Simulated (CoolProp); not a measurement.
Properties of CH2F2 (R32) along the isobar 3.32 bar.

Model: reference Helmholtz-energy equation of state, Tillner-Roth 1997, in CoolProp.

```tsv
T (K)	phase	Z	cp (kJ/(kg K))	Joule-Thomson coefficient (K/MPa)	conductivity (mW/(m K))	fugacity coefficient
280	gas	0.9470	0.9105	31.24	12.5	0.9494
299.4	gas	0.9592	0.9030	24.85	14.0	0.9606
318.8	gas	0.9678	0.9111	20.17	15.5	0.9686
338.1	gas	0.9741	0.9277	16.68	17.2	0.9746
357.5	gas	0.9788	0.9495	13.99	18.9	0.9792
376.9	gas	0.9826	0.9745	11.88	20.8	0.9828
396.3	gas	0.9855	1.001	10.21	22.7	0.9856
415.6	gas	0.9878	1.029	8.866	24.8	0.9879
435	gas	0.9898	1.057	7.755	27.0	0.9898
```

Thermal conductivity comes from a separate model (Huber 2003), an estimate that may be off by 10 % or more.
